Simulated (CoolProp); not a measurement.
Model: reference Helmholtz-energy equation of state, Span 2003, in CoolProp. It is a short technical equation, of lower accuracy than the large ones.

Problem. Give the vapour pressure (MPa), surface tension (mN/m), liquid viscosity (µPa s) of saturated n-heptane at 320.5 K.

Solution. 
```tsv
T (K)	p (MPa)	surface tension (mN/m)	liquid viscosity (µPa s)
320.5	0.0169	17.5	310
```

Viscosity comes from a separate model (Michailidou 2014). Surface tension comes from a separate correlation (Mulero 2012).
